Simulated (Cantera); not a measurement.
What does this Cantera script print?

```python
import numpy as np
import cantera as ct

surf = ct.Interface("ptcombust.yaml", "Pt_surf")
gas = surf.adjacent["gas"]
gas.TPX = 1248, 100000, {'CH4': 0.0033, 'O2': 0.14, 'N2': 0.79}
surf.TP = 1248, 100000
reactor = ct.FlowReactor(gas, clone=False)
reactor.area = 0.0001  # m2
reactor.surface_area_to_volume_ratio = 2000  # 1/m
reactor.mass_flow_rate = 0.81 * reactor.area * gas.density  # inlet velocity 0.81 m/s
reactor.energy_enabled = False
wall = ct.ReactorSurface(surf, reactor, clone=False)
net = ct.ReactorNet([reactor])
net.rtol, net.atol = 1e-8, 1e-16
show, cover = ['CH4', 'O2', 'H2O', 'CO2', 'CO'], ['PT(S)', 'H(S)', 'O(S)', 'OH(S)', 'CO(S)', 'C(S)']

rows = []
print(f"{'z/m':>9s}{'u/(m/s)':>9s}" + "".join(f"{s:>13s}" for s in show + cover))
for z in [0.00037, 0.00066, 0.0012, 0.0021, 0.0037, 0.0066, 0.012, 0.021, 0.037]:
    net.advance(z)
    rows.append([reactor.speed, *gas[show].X, *surf[cover].coverages])
    print(f"{z:9.4g}{rows[-1][0]:9.3g}" + "".join(f"{x:13.4e}" for x in rows[-1][1:]))
```

Output:

```
      z/m  u/(m/s)          CH4           O2          H2O          CO2           CO        PT(S)         H(S)         O(S)        OH(S)        CO(S)         C(S)
  0.00037     0.81   2.2314e-03   1.4743e-01   2.5838e-03   1.2836e-03   3.3991e-06   4.4368e-01   1.5384e-06   5.5575e-01   5.7092e-04   1.7668e-06   3.0189e-08
  0.00066     0.81   1.5487e-03   1.4608e-01   3.9304e-03   1.9528e-03   2.3859e-06   4.4406e-01   1.8838e-06   5.5523e-01   6.9797e-04   1.2323e-06   2.1014e-08
   0.0012     0.81   7.8040e-04   1.4456e-01   5.4465e-03   2.7051e-03   1.2446e-06   4.4452e-01   2.2112e-06   5.5466e-01   8.1773e-04   6.2740e-07   1.0625e-08
   0.0021     0.81   2.4739e-04   1.4350e-01   6.5065e-03   3.2322e-03   4.4559e-07   4.4485e-01   2.4152e-06   5.5425e-01   8.9197e-04   2.0472e-07   3.3765e-09
   0.0037     0.81   3.1895e-05   1.4306e-01   6.9490e-03   3.4572e-03   1.0027e-07   4.4500e-01   2.4959e-06   5.5408e-01   9.2121e-04   3.0942e-08   4.3577e-10
   0.0066     0.81   7.7599e-07   1.4298e-01   7.0309e-03   3.5037e-03   2.2398e-08   4.4502e-01   2.5106e-06   5.5405e-01   9.2654e-04   2.8613e-09   1.0604e-11
    0.012     0.81   1.4529e-09   1.4296e-01   7.0469e-03   3.5144e-03   5.9327e-09   4.4503e-01   2.5136e-06   5.5404e-01   9.2760e-04   6.2766e-10   1.9857e-14
    0.021     0.81   1.5922e-10   1.4296e-01   7.0550e-03   3.5202e-03   2.9824e-09   4.4503e-01   2.5150e-06   5.5404e-01   9.2813e-04   3.1517e-10   2.1765e-15
    0.037     0.81   1.3850e-11   1.4295e-01   7.0619e-03   3.5261e-03   1.6614e-09   4.4504e-01   2.5163e-06   5.5403e-01   9.2858e-04   1.7553e-10   1.8961e-16
```

Model: Deutschmann's 1995 Pt surface mechanism with GRI-Mech 3.0 gas chemistry, integrated in Cantera. Catalytic surfaces can have several steady states; this one follows from the mechanism file's or the stated starting coverage. Mass transfer to the wall is taken as infinitely fast.
